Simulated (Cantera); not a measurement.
Charge: 1 mol SiHCl₃, 27 mol H₂, 0.054 mol C₂H₂, at 140 Pa.

These are equilibrium values from Cantera (NASA tables, ideal gas, pure condensed phases), not measurements of a reactor. Candidate condensed phases: C, C₆H₆, C₇H₈, C₈H₁₈, Si, SiC; 109 gas species. Mutual solubility and eutectic melting of coexisting phases are not modelled. Gases not in the tables: Si₂H₆ and higher silanes. Kinetics and transport are ignored.

Q: Which condensed phases are stable at each of these points (T (°C)): 1602, 1627, 1652, 1677, 1702, 1727, 1752, 1777, 1802, 1827, 1852, 1877, 1902?

A: 
```json
[
 {"T (°C)": "1602", "condensed phases": "Si(l) + SiC(s)", "Si condensed (%)": "31.5"},
 {"T (°C)": "1627", "condensed phases": "Si(l) + SiC(s)", "Si condensed (%)": "23.5"},
 {"T (°C)": "1652", "condensed phases": "Si(l) + SiC(s)", "Si condensed (%)": "12.3"},
 {"T (°C)": "1677", "condensed phases": "SiC(s)", "Si condensed (%)": "9.8"},
 {"T (°C)": "1702", "condensed phases": "SiC(s)", "Si condensed (%)": "9.6"},
 {"T (°C)": "1727", "condensed phases": "SiC(s)", "Si condensed (%)": "9.3"},
 {"T (°C)": "1752", "condensed phases": "SiC(s)", "Si condensed (%)": "8.9"},
 {"T (°C)": "1777", "condensed phases": "SiC(s)", "Si condensed (%)": "8.3"},
 {"T (°C)": "1802", "condensed phases": "SiC(s)", "Si condensed (%)": "7.5"},
 {"T (°C)": "1827", "condensed phases": "SiC(s)", "Si condensed (%)": "6.2"},
 {"T (°C)": "1852", "condensed phases": "SiC(s)", "Si condensed (%)": "3.7"},
 {"T (°C)": "1877", "condensed phases": "gas only", "Si condensed (%)": "0.0"},
 {"T (°C)": "1902", "condensed phases": "gas only", "Si condensed (%)": "0.0"}
]
```

From 1602 °C to 1652 °C the condensed part is Si(l) + SiC(s). From 1677 °C to 1852 °C the condensed part is SiC(s). From 1877 °C to 1902 °C nothing is condensed.
